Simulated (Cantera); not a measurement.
Thermodynamics of sublimation and decomposition of ceramics, feed BN + N2

Feed: 1 mol BN, 3.8 mol N2, equilibrated at 770 Pa.

Method: chemical equilibrium by Gibbs-energy minimisation in Cantera with the NASA 1993 tables (ideal gas, pure condensed phases). Candidate condensed phases: B, BN; 5 gas species. Rates play no part.

```json
[
 {"T (K)": "1973", "x N2": "1.000", "x B": "1.11e-6", "x BN": "1.14e-7", "x N": "6.93e-9", "x B2": "<1e-12", "n BN(s)": "1.000", "n B(l)": "0"},
 {"T (K)": "2073", "x N2": "1.000", "x B": "1.17e-5", "x BN": "9.34e-7", "x N": "2.84e-8", "x B2": "4.30e-11", "n BN(s)": "1.000", "n B(l)": "0"},
 {"T (K)": "2173", "x N2": "1.000", "x B": "9.90e-5", "x BN": "6.27e-6", "x N": "1.02e-7", "x B2": "1.41e-9", "n BN(s)": "1.000", "n B(l)": "0"},
 {"T (K)": "2273", "x N2": "0.999", "x B": "0.000694", "x BN": "3.55e-5", "x N": "3.30e-7", "x B2": "3.37e-8", "n BN(s)": "0.997", "n B(l)": "0"},
 {"T (K)": "2373", "x N2": "0.997", "x B": "0.00311", "x BN": "0.000131", "x N": "9.63e-7", "x B2": "3.51e-7", "n BN(s)": "0", "n B(l)": "0.986"},
 {"T (K)": "2473", "x N2": "0.991", "x B": "0.00866", "x BN": "0.000304", "x N": "2.58e-6", "x B2": "1.48e-6", "n BN(s)": "0", "n B(l)": "0.961"},
 {"T (K)": "2573", "x N2": "0.977", "x B": "0.0222", "x BN": "0.000656", "x N": "6.35e-6", "x B2": "5.58e-6", "n BN(s)": "0", "n B(l)": "0.899"}
]
```
x: gas mole fraction; n: condensed amount in mol.

From 1973 K to 2273 K the condensed part is BN(s). From 2373 K to 2573 K the condensed part is B(l). The main B-bearing gas is B throughout.
